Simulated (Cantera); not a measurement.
Cantera run, input and output.

```python
import numpy as np
import cantera as ct

gas = ct.Solution("gri30.yaml")
gas.TP = 300, 101325
flame = ct.CounterflowDiffusionFlame(gas, width=0.02)
flame.fuel_inlet.X, flame.fuel_inlet.T = {'CH4': 1, 'N2': 1.4}, 475
flame.oxidizer_inlet.X, flame.oxidizer_inlet.T = {'O2': 0.22, 'N2': 0.78}, 798
flame.set_refine_criteria(ratio=3, slope=0.12, curve=0.24, prune=0.03)
show = ['OH', 'H', 'NO', 'CO', 'C2H2']

rows = []
print(f"{'mdot':>8s}{'a_max':>10s}{'a_mean':>10s}{'Tmax/K':>9s}" + "".join(f"{s:>11s}" for s in show) + "   (peak mole fractions)")
for i, mdot in enumerate([0.25, 0.32, 0.41, 0.52, 0.66, 0.83, 1.1, 1.3, 1.7]):  # kg/m2/s on the oxidiser side
    flame.oxidizer_inlet.mdot, flame.fuel_inlet.mdot = mdot, 1.3 * mdot
    flame.solve(loglevel=0, auto=(i == 0))
    if flame.T.max() < max(475, 798) + 100:
        print(f"{mdot:8.3g}  no burning solution found from the previous one")
        break
    dT = np.abs(np.gradient(flame.T, flame.grid))
    rows.append([flame.strain_rate("max"), flame.strain_rate("mean"), flame.T.max(),
                 *(flame.X[gas.species_index(s)].max() for s in show), max(dT[0], dT[-1]) / dT.max()])
    print(f"{mdot:8.3g}{rows[-1][0]:10.1f}{rows[-1][1]:10.1f}{rows[-1][2]:9.1f}" + "".join(f"{x:11.3e}" for x in rows[-1][3:-1]))
```

It prints:

```
    mdot     a_max    a_mean   Tmax/K         OH          H         NO         CO       C2H2   (peak mole fractions)
    0.25     220.8      55.8   2140.8  8.305e-03  3.935e-03  3.269e-04  5.049e-02  8.875e-03
    0.32     277.7      71.5   2129.9  8.334e-03  4.083e-03  3.078e-04  5.008e-02  8.533e-03
    0.41     350.0      91.6   2118.5  8.318e-03  4.221e-03  2.867e-04  4.967e-02  8.202e-03
    0.52     437.6     116.1   2106.8  8.296e-03  4.347e-03  2.644e-04  4.928e-02  7.843e-03
    0.66     547.8     147.4   2095.3  8.255e-03  4.475e-03  2.412e-04  4.903e-02  7.510e-03
    0.83     679.6     185.4   2083.2  8.182e-03  4.586e-03  2.177e-04  4.888e-02  7.160e-03
     1.1     887.9     245.7   2068.1  8.072e-03  4.707e-03  1.881e-04  4.881e-02  6.726e-03
     1.3    1040.3     290.4   2058.3  7.979e-03  4.762e-03  1.700e-04  4.879e-02  6.427e-03
     1.7    1342.5     379.7   2040.1  7.765e-03  4.802e-03  1.398e-04  4.879e-02  5.873e-03
```

Detailed kinetics in Cantera: GRI-Mech 3.0 (53 species, 325 reactions). GRI-Mech 3.0 has no aromatics or soot, which form on the fuel side of real flames. The maximum strain rate includes the flame's own expansion and is several times the mean.
